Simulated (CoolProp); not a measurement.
Properties of n-hexane along the isotherm 600 K.

Values from CoolProp's reference Helmholtz-energy equation of state, Thol 2019.

```tsv
p (MPa)	phase	speed of sound (m/s)	expansivity (1/kK)
0.152	gas	242.6	1.727
0.304	gas	240.4	1.790
0.457	gas	238.1	1.857
0.609	gas	235.9	1.926
0.761	gas	233.7	1.999
0.913	gas	231.4	(withheld)
1.07	gas	229.1	2.159
1.22	gas	226.8	(withheld)
1.37	gas	224.6	2.330
1.52	gas	222.3	(withheld)
```

Task: Complete the blanks.

Result: 
- 0.913, expansivity (1/kK): 2.076
- 1.22, expansivity (1/kK): 2.242
- 1.52, expansivity (1/kK): 2.423
